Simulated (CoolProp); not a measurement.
Vapour-liquid equilibrium of CH2F2 (R32) (1) + R236EA (2) at 1.15 °C; x and y are mole fractions of (1).

Model: multi-fluid Helmholtz-energy mixture model, Tillner-Roth 1997 and Rui 2013; pair parameters Bell 2016, in CoolProp.

Problem. Give the bubble pressure and the first vapour's composition at x = 0.35, 0.425, 0.8. Is there an azeotrope?

Solution. x = 0.35: 0.3155 MPa, y = 0.813; x = 0.425: 0.3704 MPa, y = 0.856; x = 0.8: 0.6683 MPa, y = 0.969. No azeotrope shows between x = 0.05 and 0.95.

The pair parameters rest on a limited set of measurements; away from them the model extrapolates.
